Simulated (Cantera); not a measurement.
Charge: 1 mol NH3, 3.3 mol H2O, held at 82000 Pa.

Equilibrium computed with Cantera from the NASA thermochemical tables; the gas is ideal and each condensed phase is pure. Candidate condensed phases: H2O; 47 gas species. Ions and electrons are included (thermal ionisation). Equilibrium is a limit: real reactors are often held back by kinetics, nucleation or transport. All values below are at 2500 K.

Base state: H2O 0.608, H2 0.277, N2 0.0932, H 0.0146, OH 0.00665, NO 0.000249, O 0.000231, O2 0.000208 (mole fractions); condensed: gas only.

Problem. What changes in the equilibrium state with this change: H2O from 3.3 to 0.12 mol?

Solution. 
```
species    before     after
-------  --------  --------
H2          0.277     0.688
N2         0.0932     0.233
H2O         0.608    0.0555
H          0.0146    0.0230
O2       0.000208   2.81e-7
O        0.000231   8.48e-6
OH        0.00665  0.000385
NO       0.000249   1.45e-5
```
